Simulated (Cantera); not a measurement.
Input: 1 mol C2F6, 11 mol H2, at 1075 K and 0.0615 Torr.

Method: chemical equilibrium by Gibbs-energy minimisation in Cantera with the NASA 1993 tables (ideal gas, pure condensed phases). Candidate condensed phases: C, C6H6, C7H8, C8H18; 95 gas species. The feed counts by its element totals alone. Rates play no part.

Base state: H2 0.571, HF 0.429 (mole fractions); condensed: C(graphite).

Q: What changes in the equilibrium state with this change: temperature from 1075 K to 2898.15 K?

A: 
| species | before | after |
|---|---|---|
| H | 1.23e-6 | 0.717 |
| F | <1e-9 | 0.119 |
| HF | 0.429 | 0.105 |
| H2 | 0.571 | 0.00323 |
| C | <1e-9 | 0.0416 |
| C3 | <1e-9 | 0.00766 |
| C2 | <1e-9 | 0.00415 |
| CF | <1e-9 | 0.00203 |
| C(graphite), mol | 2.00 | 0 |

Q: What changes in the equilibrium state with this change: temperature from 1075 K to 1525 K?

A: 
```
species            before    after
----------------  -------  -------
H2                  0.571    0.570
HF                  0.429    0.428
H                 1.23e-6  0.00197
C(graphite), mol     2.00     2.00
```
